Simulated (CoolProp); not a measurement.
A single-stage vapour-compression cycle with hydrogen sulfide: evaporating at 217.15 K (dew point), condensing at 263.15 K (bubble point), superheat 0 K, subcooling 5 K, compressor efficiency 0.6, no pressure losses. Each further row changes one setting.

Computed with CoolProp (reference Helmholtz-energy equation of state, Lemmon 2006). It is a short technical equation, of lower accuracy than the large ones.

| case | cooling COP | pressure ratio | discharge temperature (K) | refrigerating effect (kJ/kg) | volumetric capacity (kJ/m³) |
|---|---|---|---|---|---|
| as stated | ? | 6.07 | 411.8 | 459 | 1120 |
| evaporating temperature 222.15 K | ? | 4.79 | ? | 463 | 1400 |
| condensing temperature 258.15 K | 2.71 | 5.16 | ? | 469 | 1140 |
| subcooling 10 K | ? | 6.07 | 411.8 | 469 | 1140 |
| superheat 10 K | 2.30 | 6.07 | ? | 469 | 1090 |
| compressor efficiency 0.5 | ? | 6.07 | 447.6 | 459 | 1120 |

Problem. Complete the blanks.

Solution. 
- as stated, cooling COP: 2.36
- evaporating temperature 222.15 K, cooling COP: 2.78
- evaporating temperature 222.15 K, discharge temperature (K): 389.8
- condensing temperature 258.15 K, discharge temperature (K): 391.1
- subcooling 10 K, cooling COP: 2.41
- superheat 10 K, discharge temperature (K): 430.3
- compressor efficiency 0.5, cooling COP: 1.97
